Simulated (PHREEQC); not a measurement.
Solution (25 °C): 0.03 mol/kgw HF and 4.4e-05 mol/kgw H2SO4. Closed to the air; pH follows from the charge balance.

Model: ion-association model, wateq4f.dat, run in PHREEQC.

Precipitation was switched off in this run.

Question: Predict the pH, ionic strength.

Answer: pH 2.39; ionic strength 0.00442 mol/kgw.

Question: In which forms is F present?

Answer: HF 76 %, F- 13 %, H2F2 8.9 %, HF2- 2.3 % of the F.

Complexes and solids missing from the database can't appear. wateq4f.dat counts part of the HF as a dimer, H2F2, which phreeqc.dat doesn't know; its constant is uncertain.
